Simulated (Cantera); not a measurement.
An isothermal, constant-pressure homogeneous reactor starts with 1.19 % H2, 98.8 % O2, equivalence ratio 0.0060, at 1400 K and 160 Pa.

Cantera simulation using the H2/O2 subset of GRI-Mech 3.0, which has no nitrogen chemistry; the numbers are that mechanism's predictions, not measurements. Radical loss at walls, strong at low pressure, is not modelled.

x: mole fraction; the columns are a selection and need not sum to one.

| t (s) | x H2 | x O2 | x OH | x HO2 | x H2O | x O |
|---|---|---|---|---|---|---|
| 0.000700 | 0.0119 | 0.988 | 1.83e-8 | ? | 3.01e-9 | 1.90e-8 |
| 0.00165 | 0.0119 | 0.988 | 6.01e-8 | ? | 2.37e-8 | 6.57e-8 |
| 0.00387 | 0.0119 | 0.988 | 2.60e-7 | ? | 2.09e-7 | 2.99e-7 |
| 0.00910 | 0.0119 | 0.988 | 3.10e-6 | 2.96e-7 | 3.77e-6 | 3.67e-6 |
| 0.0214 | 0.0107 | 0.987 | 0.000591 | 2.79e-7 | 0.000818 | 0.000740 |
| 0.0503 | 7.70e-5 | 0.977 | 0.00166 | 6.17e-8 | 0.0107 | 0.0103 |
| 0.118 | 5.49e-5 | 0.977 | 0.00157 | 5.91e-8 | 0.0108 | 0.0104 |
| 0.278 | 5.46e-5 | 0.977 | 0.00156 | 5.89e-8 | 0.0108 | 0.0103 |
| 0.654 | 5.38e-5 | 0.977 | 0.00155 | 5.85e-8 | 0.0108 | 0.0102 |
| 1.54 | 5.21e-5 | 0.977 | 0.00153 | 5.76e-8 | 0.0109 | 0.00981 |
| 3.62 | 4.83e-5 | 0.978 | 0.00147 | 5.55e-8 | 0.0109 | 0.00905 |
| 8.51 | 4.08e-5 | 0.980 | 0.00135 | ? | 0.0110 | 0.00758 |
| 20.0 | 2.87e-5 | 0.982 | 0.00113 | ? | 0.0112 | 0.00525 |

**Question.** What belongs in the gaps?

**Answer.** 
- 0.000700, x HO2: 2.30e-8
- 0.00165, x HO2: 5.41e-8
- 0.00387, x HO2: 1.27e-7
- 8.51, x HO2: 5.10e-8
- 20.0, x HO2: 4.26e-8
